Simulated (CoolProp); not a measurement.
Normal hydrogen at 469.75 K and 0.129 MPa is throttled through a valve to 0.0409 MPa with no heat exchange. Each further row changes one setting.

Values from CoolProp's reference Helmholtz-energy equation of state, Leachman 2009.

| case | temperature change (K) | final density (kg/m³) |
|---|---|---|
| as stated | +0.0 | [?] |
| outlet pressure 0.0123 MPa | [?] | [?] |
| outlet pressure 0.0532 MPa | +0.0 | [?] |

Q: Some entries are withheld; supply them.

A: 
- as stated, final density (kg/m³): 0.0211
- outlet pressure 0.0123 MPa, temperature change (K): +0.1
- outlet pressure 0.0123 MPa, final density (kg/m³): 0.00635
- outlet pressure 0.0532 MPa, final density (kg/m³): 0.0275
